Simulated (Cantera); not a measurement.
An adiabatic, constant-volume homogeneous reactor starts with CO : H2 : O2 : N2 = 1 : 0.056 : 0.251 : 3.02 (molar parts), equivalence ratio 2.1, at 1050 K and 0.950 bar. Integrator tolerance rtol = 1e-08.

Model: GRI-Mech 3.0 (53 species, 325 reactions), integrated in Cantera.

Question: What does this change do: N2 3.02 to 4.8 parts?

Answer: 
```csv
quantity,before,after
time of steepest temperature rise,0.733 ms,1.02 ms
temperature at 4.00 s,2193 K,1885 K
equilibrium temperature,2193 K,1885 K
x(CO) at 4.00 s,0.133 (gas-phase equilibrium 0.133),0.0925 (gas-phase equilibrium 0.0925)
x(H2) at 4.00 s,0.00251 (gas-phase equilibrium 0.00251),0.00212 (gas-phase equilibrium 0.00212)
x(O2) at 4.00 s,1.26e-5 (gas-phase equilibrium 1.26e-5),1.00e-7 (gas-phase equilibrium 1.00e-7)
x(CO2) at 4.00 s,0.112 (gas-phase equilibrium 0.112),0.0783 (gas-phase equilibrium 0.0783)
x(O) at 4.00 s,6.76e-6 (gas-phase equilibrium 6.76e-6),6.54e-8 (gas-phase equilibrium 6.53e-8)
```
